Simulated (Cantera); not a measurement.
## Equilibrium for silicon oxide and oxynitride deposition: Si2H6 + N2O + H2

A closed system holds: 1 mol Si2H6, 1.3 mol N2O, 46 mol H2, at 75.0 Torr.

Cantera equilibrium calculation (NASA polynomials, part measured and part estimated; ideal gas, pure solids and liquids). Candidate condensed phases: H2O, Si, SiO2, Si2N2O, Si3N4; 35 gas species. The feed counts by its element totals alone. Mutual solubility and eutectic melting of coexisting phases are not modelled. The tables hold silica as quartz up to 1696 K and as liquid above; real silica turns to tridymite and cristobalite and melts near 1996 K. Gases not in the tables: Si2H6 and higher silanes. Kinetics and transport are ignored.

```tsv
T (°C)	x H2	x SiO	x N2	x H	x Si	x NH3	n SiO2(α-quartz)	n Si2N2O(s)	n SiO2(β-quartz)	n Si(l)
350	0.992	<1e-12	0.00797	<1e-12	<1e-12	0.000250	0.200	0.900	0	0
550	0.992	<1e-12	0.00809	2.31e-11	<1e-12	2.12e-5	0.200	0.900	0	0
750	0.992	1.44e-12	0.00809	1.30e-8	<1e-12	4.46e-6	0	0.900	0.199	0
950	0.992	2.53e-8	0.00809	9.47e-7	<1e-12	1.53e-6	0	0.901	0.199	0
1150	0.992	2.70e-5	0.00809	2.09e-5	8.03e-12	7.02e-7	0	0.901	0.198	0
1350	0.985	0.00472	0.00959	0.000217	2.09e-8	4.21e-7	0	0.823	0.119	0
1550	0.950	0.0245	0.0245	0.00134	4.42e-5	4.03e-7	0	0.0388	0	0.656
1750	0.943	0.0251	0.0251	0.00583	0.000569	2.81e-7	0	0	0	0.657
```
x: gas mole fraction; n: condensed amount in mol.

From 350 °C to 550 °C the condensed part is SiO2(α-quartz) + Si2N2O(s). From 750 °C to 1350 °C the condensed part is SiO2(β-quartz) + Si2N2O(s). At 1550 °C the condensed part is Si(l) + Si2N2O(s). At 1750 °C the condensed part is Si(l).
